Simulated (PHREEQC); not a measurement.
Solution (29 °C): 0.026 mol HCl, 0.022 mol KCl and 0.00011 mol MgCl2 per kg of water. Closed to the air; pH follows from the charge balance.

All values are PHREEQC results (Pitzer model, pitzer.dat), not measurements.

This is a speciation only: nothing precipitates in the calculation.

Predict the pH, osmotic coefficient, specific conductance.

pH 1.66; osmotic coefficient 0.945; specific conductance 13700 µS/cm.
